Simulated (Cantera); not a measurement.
A perfectly stirred reactor is fed with CH4 : H2 = 1 : 40 (molar parts), at 630 Torr; it is held at 1875 K, and followed from long to short residence time.

Model: GRI-Mech 3.0 (53 species, 325 reactions), integrated in Cantera. GRI-Mech 3.0 stops at C3 and has no aromatics, soot or wall deposition, so with more carbon than oxygen in the feed, carbon stays in small species such as C2H2 where larger ones or solid carbon would form.

### Question
What does this change do: pressure from 630 Torr to 20.0 Torr?

### Answer
| quantity | before | after |
|---|---|---|
| x(CH4) at τ = 3.50 s | 0.00326 | 0.00220 |
| x(H2) at τ = 3.50 s | 0.986 | 0.983 |
| x(H) at τ = 3.50 s | 0.000714 | 0.00372 |
| x(C2H4) at τ = 3.50 s | 0.000119 | 5.18e-6 |
| x(C2H) at τ = 3.50 s | 8.74e-8 | 4.81e-7 |
| x(CH4) at τ = 51.0 ms | 0.0112 | 0.0158 |
| x(H2) at τ = 51.0 ms | 0.982 | 0.977 |
| x(H) at τ = 51.0 ms | 0.000702 | 0.00256 |
| x(C2H4) at τ = 51.0 ms | 8.28e-5 | 4.00e-5 |
| x(C2H) at τ = 51.0 ms | 5.32e-8 | 1.15e-7 |
Radical loss at walls, strong at low pressure, is not modelled.

### Question
What does this change do: pressure from 630 Torr to 360 Torr?

### Answer
```csv
quantity,before,after
x(CH4) at τ = 3.50 s,0.00326,0.00243
x(H2) at τ = 3.50 s,0.986,0.986
x(H) at τ = 3.50 s,0.000714,0.000944
x(C2H4) at τ = 3.50 s,0.000119,7.13e-5
x(C2H) at τ = 3.50 s,8.74e-8,1.21e-7
x(CH4) at τ = 51.0 ms,0.0112,0.0115
x(H2) at τ = 51.0 ms,0.982,0.981
x(H) at τ = 51.0 ms,0.000702,0.000921
x(C2H4) at τ = 51.0 ms,8.28e-5,5.25e-5
x(C2H) at τ = 51.0 ms,5.32e-8,6.80e-8
```

### Question
What does this change do: H2 40 to 110 parts?

### Answer
```tsv
quantity	before	after
x(CH4) at τ = 3.50 s	0.00326	0.00192
x(H2) at τ = 3.50 s	0.986	0.994
x(H) at τ = 3.50 s	0.000714	0.000718
x(C2H4) at τ = 3.50 s	0.000119	4.08e-5
x(C2H) at τ = 3.50 s	8.74e-8	2.96e-8
x(CH4) at τ = 51.0 ms	0.0112	0.00565
x(H2) at τ = 51.0 ms	0.982	0.992
x(H) at τ = 51.0 ms	0.000702	0.000709
x(C2H4) at τ = 51.0 ms	8.28e-5	2.13e-5
x(C2H) at τ = 51.0 ms	5.32e-8	1.36e-8
```
